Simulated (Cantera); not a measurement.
Input (Python, Cantera) and output of one run.

```python
import numpy as np
import cantera as ct

gas_names = """
    Cu CuO Cu2 H HO2 H2 H2O H2O2 O OH O2 O3
""".split()
cond_names = """
    Cu(cr) Cu(L) CuO(s) CuO2H2(s) Cu2O(s) Cu2O(L) H2O(s) H2O(L)
""".split()


def load(file, names, dense=False):
    # The tables refer to 1 bar. Condensed volumes are neglected.
    table = {s.name: s for s in ct.Species.list_from_file(file)}
    out = []
    for n in names:
        d = dict(table[n].input_data)
        d["thermo"] = dict(d["thermo"], **{"reference-pressure": 1e5})
        if dense:
            d["equation-of-state"] = {"model": "constant-volume", "density": "1e6 g/cm^3"}
        out.append(ct.Species.from_dict(d))
    return out


gas = ct.Solution(thermo="ideal-gas", species=load("nasa_gas.yaml", gas_names))
cond = {s.name: ct.Solution(thermo="fixed-stoichiometry", species=[s], name=s.name)
        for s in load("nasa_condensed.yaml", cond_names, dense=True)}
atoms = {
    'Cu2O': {'Cu': 2, 'O': 1},
    'H2': {'H': 2},
}
top_T = {'CuO(s)': 1390}  # K; cautious upper limits of use, not melting points


def equilibrate(T, P, feed):
    n = {}
    for name, mol in feed.items():
        for a, k in atoms[name].items():
            n[a] = n.get(a, 0.0) + k * mol
    gas.TPX = T, P, n
    mass = sum(n.values()) * gas.mean_molecular_weight
    gas.equilibrate("TP")
    valid = [c for c in cond.values() if c.min_temp <= T <= top_T.get(c.name, c.max_temp)]
    mix = ct.Mixture([(gas, mass / gas.mean_molecular_weight)] + [(c, 0.0) for c in valid])
    mix.T, mix.P = T, P
    mix.equilibrate("TP", solver="vcs", rtol=1e-11, max_steps=5000)
    return mix


results = []
feed = {'Cu2O': 1, 'H2': 4.5}  # mol
P = 260  # Pa
for T in [1100, 1150, 1200, 1250, 1300, 1350, 1400]:
    mix = equilibrate(T, P, feed)
    results.append((T, P, feed, dict(zip(mix.species_names, mix.species_moles))))

top = {s: max(r[3][s] / sum(r[3][g] for g in gas_names) for r in results) for s in gas_names}
cols = sorted((s for s in top if top[s] > 0.001), key=lambda s: -top[s])[:5]
seen = [c for c in cond_names if any(r[3].get(c, 0) > 1e-12 for r in results)]
print("log10 of partial pressures in bar; condensed amounts in mol")
print(f"{'T/K':>10s}" + "".join(f"{s[:9]:>10s}" for s in cols + seen))
for T, P, feed, n in results:
    ng = sum(n[g] for g in gas_names)
    print(f"{T:10.4g}" + "".join(f"{np.log10(max(n[s] / ng * P / 1e5, 1e-99)):10.3f}" for s in cols)
          + "".join(f"{n.get(c, 0):10.4g}" for c in seen))
```

Output:

```
log10 of partial pressures in bar; condensed amounts in mol
       T/K        H2       H2O    Cu(cr)     Cu(L)
      1100    -2.694    -3.238         2         0
      1150    -2.694    -3.238         2         0
      1200    -2.694    -3.238         2         0
      1250    -2.694    -3.238         2         0
      1300    -2.694    -3.238         2         0
      1350    -2.694    -3.238     1.999         0
      1400    -2.694    -3.238         0     1.998
```

Method: chemical equilibrium by Gibbs-energy minimisation in Cantera with the NASA 1993 tables (ideal gas, pure condensed phases).
